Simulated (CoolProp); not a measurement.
Saturation properties of n-decane (Tc = 617.7 K, pc = 2101 kPa, ω = 0.488).

The numbers come from the reference Helmholtz-energy equation of state, Lemmon 2006 in CoolProp. It is a short technical equation, of lower accuracy than the large ones.

| T (K) | p (kPa) | liquid density (kg/m³) | liquid viscosity (µPa s) |
|---|---|---|---|
| 436.3 | 76.01 | 613.9 | 219 |
| 452.8 | 116.4 | 598.8 | 195 |
| 469.4 | 172.3 | 582.9 | 173 |
| 485.9 | 246.6 | 566.3 | 155 |
| 502.5 | 344.2 | 548.5 | 138 |
| 519 | 468.2 | 529.4 | 123 |
| 535.6 | 624.7 | 508.3 | 109 |
| 552.1 | 817.3 | 484.6 | 95.5 |

It boils at 447.3 K under 1 atm.

Viscosity comes from a separate model (Huber 2004).
